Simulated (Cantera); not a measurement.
An isothermal, constant-pressure homogeneous reactor starts with H2 : O2 = 0.011 : 1 (molar parts), at 1450 K and 10.00 Torr. Integrator tolerance rtol = 1e-08.

Computed with Cantera and the H2/O2 subset of GRI-Mech 3.0, which has no nitrogen chemistry. Radical loss at walls, strong at low pressure, is not modelled.

Task: What does this change do: pressure from 10.00 Torr to 1.73 Torr?

Result: 
```tsv
quantity	before	after
x(H2) at 80.0 s	9.07e-8 (gas-phase equilibrium 9.06e-8)	3.94e-6 (gas-phase equilibrium 2.18e-7)
x(O2) at 80.0 s	0.989 (gas-phase equilibrium 0.989)	0.988 (gas-phase equilibrium 0.989)
x(OH) at 80.0 s	7.17e-5 (gas-phase equilibrium 7.16e-5)	0.000472 (gas-phase equilibrium 0.000111)
x(HO2) at 80.0 s	4.81e-8 (gas-phase equilibrium 4.81e-8)	2.10e-8 (gas-phase equilibrium 3.10e-8)
x(H2O2) at 80.0 s	1.93e-10 (gas-phase equilibrium 1.93e-10)	4.60e-10 (gas-phase equilibrium 8.00e-11)
x(O) at 80.0 s	1.74e-5 (gas-phase equilibrium 1.74e-5)	0.000772 (gas-phase equilibrium 4.19e-5)
x(H2O) at 80.0 s	0.0109 (gas-phase equilibrium 0.0109)	0.0107 (gas-phase equilibrium 0.0109)
```
